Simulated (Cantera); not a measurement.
Input (Python, Cantera) and output of one run.

```python
import numpy as np
import cantera as ct

gas_names = """
    TiO TiCL3 TiOCL2
""".split()
cond_names = """
    TiCL4(L) Ti3O5(a) Ti3O5(b) Ti3O5(L) TiCL3(s)
""".split()


# ... load() reads the species with a 1 bar reference pressure and builds the phases ...
species = {s.name: s for s in load("nasa_gas.yaml", gas_names) + load("nasa_condensed.yaml", cond_names)}
# Each term lists the table entries of one substance; the one whose range holds T is used.
reactions = {
    '6 TiCl4 + 5 TiO(g) = Ti3O5 + 8 TiCl3(g)':
        [(-6, ['TiCL4(L)']), (-5, ['TiO']), (1, ['Ti3O5(a)', 'Ti3O5(b)', 'Ti3O5(L)']), (8, ['TiCL3'])],
    '5 TiOCl2(g) + 2 TiCl3 = 4 TiCl4 + Ti3O5':
        [(-5, ['TiOCL2']), (-2, ['TiCL3(s)']), (4, ['TiCL4(L)']), (1, ['Ti3O5(a)', 'Ti3O5(b)', 'Ti3O5(L)'])],
}


def pick(names, T):
    return next(species[n] for n in names if species[n].thermo.min_temp <= T <= species[n].thermo.max_temp)


results = []
for label, terms in reactions.items():
    print(label)
    print("     T/K   dH/kJ  dS/(J/K)   dG/kJ   log10 K")
    for T in [423, 433, 443, 453, 463, 473, 483, 493, 503, 513]:
        used = [(nu, pick(names, T)) for nu, names in terms]
        dH = sum(nu * s.thermo.h(T) for nu, s in used) / 1e6
        dS = sum(nu * s.thermo.s(T) for nu, s in used) / 1e3
        dG = dH - T * dS / 1e3
        logK = -dG * 1e6 / (ct.gas_constant * T * np.log(10))
        results.append((label, T, dH, dS, dG, logK, [s.name for _, s in used]))
        print(f"{T:8g} {dH:8.1f} {dS:8.1f} {dG:8.1f} {logK:8.2f}")
```

It prints:

```
6 TiCl4 + 5 TiO(g) = Ti3O5 + 8 TiCl3(g)
     T/K   dH/kJ  dS/(J/K)   dG/kJ   log10 K
     423  -2252.8   -108.2  -2207.0   272.53
     433  -2255.1   -113.5  -2205.9   266.11
     443  -2257.3   -118.6  -2204.8   259.96
     453  -2246.3    -94.1  -2203.7   254.09
     463  -2248.5    -99.0  -2202.7   248.50
     473  -2250.8   -103.8  -2201.7   243.13
     483  -2253.0   -108.5  -2200.6   237.98
     493  -2255.2   -113.1  -2199.5   233.04
     503  -2257.5   -117.5  -2198.3   228.29
     513  -2259.7   -121.8  -2197.2   223.71
5 TiOCl2(g) + 2 TiCl3 = 4 TiCl4 + Ti3O5
     T/K   dH/kJ  dS/(J/K)   dG/kJ   log10 K
     423  -1481.2   -680.0  -1193.5   147.38
     433  -1479.2   -675.5  -1186.8   143.16
     443  -1477.3   -671.1  -1180.0   139.14
     453  -1462.2   -637.4  -1173.4   135.30
     463  -1460.3   -633.4  -1167.1   131.66
     473  -1458.5   -629.5  -1160.8   128.18
     483  -1456.7   -625.7  -1154.5   124.85
     493  -1454.9   -622.0  -1148.2   121.66
     503  -1453.1   -618.3  -1142.0   118.59
     513  -1451.2   -614.7  -1135.9   115.66
```

Cantera with NASA thermochemical tables; ideal gases at 1 bar, condensed phases pure. Condensed species are held in their standard states even where they would react or evaporate.
